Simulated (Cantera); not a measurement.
A Cantera script and its output.

```python
import numpy as np
import cantera as ct

gas = ct.Solution("gri30.yaml")
gas.TP = 300, 100000
flame = ct.CounterflowDiffusionFlame(gas, width=0.02)
flame.fuel_inlet.X, flame.fuel_inlet.T = {'CO': 1, 'H2': 0.074}, 325
flame.oxidizer_inlet.X, flame.oxidizer_inlet.T = {'O2': 0.19, 'N2': 0.81}, 725
flame.set_refine_criteria(ratio=3, slope=0.12, curve=0.24, prune=0.03)
show = ['OH', 'H', 'NO', 'CO']

rows = []
print(f"{'mdot':>8s}{'a_max':>10s}{'a_mean':>10s}{'Tmax/K':>9s}" + "".join(f"{s:>11s}" for s in show) + "   (peak mole fractions)")
for i, mdot in enumerate([0.6, 0.85, 1.2, 1.7, 2.4, 3.4, 4.9, 6.9]):  # kg/m2/s on the oxidiser side
    flame.oxidizer_inlet.mdot, flame.fuel_inlet.mdot = mdot, 1.3 * mdot
    flame.solve(loglevel=0, auto=(i == 0))
    if flame.T.max() < max(325, 725) + 100:
        print(f"{mdot:8.3g}  no burning solution found from the previous one")
        break
    dT = np.abs(np.gradient(flame.T, flame.grid))
    rows.append([flame.strain_rate("max"), flame.strain_rate("mean"), flame.T.max(),
                 *(flame.X[gas.species_index(s)].max() for s in show), max(dT[0], dT[-1]) / dT.max()])
    print(f"{mdot:8.3g}{rows[-1][0]:10.1f}{rows[-1][1]:10.1f}{rows[-1][2]:9.1f}" + "".join(f"{x:11.3e}" for x in rows[-1][3:-1]))
```

It prints:

```
    mdot     a_max    a_mean   Tmax/K         OH          H         NO         CO   (peak mole fractions)
     0.6     358.0     103.0   2016.8  5.371e-03  8.365e-03  1.033e-04  9.348e-01
    0.85     495.2     146.0   1966.2  5.264e-03  9.530e-03  8.185e-05  9.350e-01
     1.2     685.5     206.1   1916.2  5.128e-03  1.072e-02  6.766e-05  9.346e-01
     1.7     953.5     292.0   1862.9  4.917e-03  1.197e-02  5.666e-05  9.345e-01
     2.4    1322.5     412.2   1809.3  4.662e-03  1.321e-02  4.775e-05  9.345e-01
     3.4    1840.8     583.9   1751.5  4.330e-03  1.434e-02  3.951e-05  9.344e-01
     4.9    2599.0     841.6   1684.1  3.897e-03  1.517e-02  3.090e-05  9.343e-01
     6.9    3581.2    1185.1   1613.8  3.434e-03  1.540e-02  2.290e-05  9.342e-01
```

Computed with Cantera and GRI-Mech 3.0 (53 species, 325 reactions). The maximum strain rate includes the flame's own expansion and is several times the mean.
